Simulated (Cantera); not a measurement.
**Gas activation for diamond growth**

A perfectly stirred reactor is fed with CH₄ : H₂ : H = 0.023 : 1 : 0.15 (molar parts), at 0.0730 bar; it is held at 2550 K, and followed from long to short residence time.

Cantera simulation using GRI-Mech 3.0 (53 species, 325 reactions); the numbers are that mechanism's predictions, not measurements. GRI-Mech 3.0 stops at C3 and has no aromatics, soot or wall deposition, so with more carbon than oxygen in the feed, carbon stays in small species such as C2H2 where larger ones or solid carbon would form.

| τ (s) | x CH₄ | x H₂ | x H | x CH₃ | x C₂H |
|---|---|---|---|---|---|
| 0.69 | 1.71e-5 | 0.882 | 0.109 | 3.72e-5 | 9.38e-5 |
| 0.31 | 2.46e-5 | 0.882 | 0.108 | 5.31e-5 | 9.32e-5 |
| 0.14 | 3.66e-5 | 0.883 | 0.107 | 7.82e-5 | 9.21e-5 |
| 0.061 | 5.72e-5 | 0.885 | 0.106 | 0.000120 | 9.02e-5 |
| 0.027 | 9.11e-5 | 0.887 | 0.103 | 0.000186 | 8.75e-5 |
| 0.012 | 0.000147 | 0.889 | 0.101 | 0.000289 | 8.42e-5 |
| 0.0054 | 0.000233 | 0.892 | 0.0983 | 0.000447 | 8.10e-5 |
| 0.0024 | 0.000370 | 0.893 | 0.0968 | 0.000692 | 7.78e-5 |
| 0.0011 | 0.000570 | 0.893 | 0.0961 | 0.00105 | 7.45e-5 |
| 0.00048 | 0.000894 | 0.893 | 0.0962 | 0.00162 | 7.01e-5 |
x: mole fraction; the columns are a selection and need not sum to one.
